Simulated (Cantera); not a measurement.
A perfectly stirred reactor is fed with 24.4 % CO, 2.37 % H2, 15.9 % O2, 57.3 % N2, at 1730 Torr; it is adiabatic with a 575 K inlet, and is followed from long to short residence time, starting on the burning branch (τ in s: 0.025, 0.012, 0.0063, 0.0031, 0.0016, 0.00079, 0.00039, 0.0002, 9.9e-05, 4.9e-05, 2.5e-05).

Detailed kinetics in Cantera: GRI-Mech 3.0 (53 species, 325 reactions). The hydrogen kinetics of GRI-Mech 3.0 are dated; newer H2 mechanisms differ, most at raised pressure.

One state of this run: T (K) = 2307; x CO = 0.0465; x H2 = 0.000806; x O2 = 0.0486; x CO2 = 0.227; x HO2 = 3.18e-6; x H2O = 0.0229; x NO = 0.00155. x: mole fraction; the columns are a selection and need not sum to one.

Problem. Which value of τ (s) does it belong to?
A. 0.00020
B. 0.0031
C. 0.0016
D. 0.00039

Solution. B, 0.0031
